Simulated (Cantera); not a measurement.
Input (Python, Cantera):

```python
import numpy as np
import cantera as ct

gas = ct.Solution("gri30.yaml")
gas.TPX = 550, 100000, {'CH3OH': 1, 'O2': 0.833, 'N2': 3.13}
inlet = ct.Reservoir(gas, clone=True)
gas.equilibrate("HP")  # start burning
reactor = ct.IdealGasConstPressureReactor(gas, energy="on", clone=False)
exhaust = ct.Reservoir(gas, clone=True)
tau = [0.25, 0.08, 0.025, 0.0081, 0.0026, 0.00082, 0.00026, 8.3e-05, 2.7e-05][0]
for a, b in ((inlet, reactor), (reactor, exhaust)):
    ct.MassFlowController(a, b, mdot=lambda t: reactor.mass / tau)
net = ct.ReactorNet([reactor])
show = ['CH3OH', 'O2', 'CO', 'NO', 'HCN', 'O']

rows = []
print(f"{'tau/s':>10s}{'T/K':>9s}" + "".join(f"{s:>11s}" for s in show))
for tau in [0.25, 0.08, 0.025, 0.0081, 0.0026, 0.00082, 0.00026, 8.3e-05, 2.7e-05]:
    net.initial_time = 0.0
    net.advance(30 * tau)
    before = gas.X
    net.advance(40 * tau)
    drift = np.max(np.abs(gas.X - before) / (gas.X + 1e-9))
    rows.append([gas.T, *gas[show].X, drift])
    print(f"{tau:10.3e}{gas.T:9.1f}" + "".join(f"{x:11.3e}" for x in gas[show].X))
```

Output:

```
     tau/s      T/K      CH3OH         O2         CO         NO        HCN          O
 2.500e-01   1956.0  1.189e-06  2.818e-05  1.110e-01  2.426e-05  3.267e-07  4.010e-06
 8.000e-02   1948.3  2.348e-06  5.750e-05  1.107e-01  3.774e-05  8.409e-07  1.036e-05
 2.500e-02   1936.6  4.895e-06  1.228e-04  1.104e-01  5.587e-05  2.482e-06  2.516e-05
 8.100e-03   1921.8  1.073e-05  2.657e-04  1.100e-01  6.881e-05  6.695e-06  5.194e-05
 2.600e-03   1904.7  2.632e-05  6.145e-04  1.100e-01  6.822e-05  1.529e-05  9.074e-05
 8.200e-04   1883.8  7.508e-05  1.606e-03  1.110e-01  5.123e-05  2.585e-05  1.376e-04
 2.600e-04   1841.1  2.618e-04  5.035e-03  1.155e-01  2.428e-05  2.320e-05  2.021e-04
 8.300e-05    550.0  2.015e-01  1.678e-01  1.267e-15  3.721e-20  1.802e-19  4.594e-29
 2.700e-05    550.0  2.015e-01  1.678e-01  5.797e-19  1.703e-23  8.249e-23  4.448e-29
```

Computed with Cantera and GRI-Mech 3.0 (53 species, 325 reactions). GRI-Mech 3.0 was tuned for natural gas; its chemistry of methanol as a main component is partial and can be far from experiment.
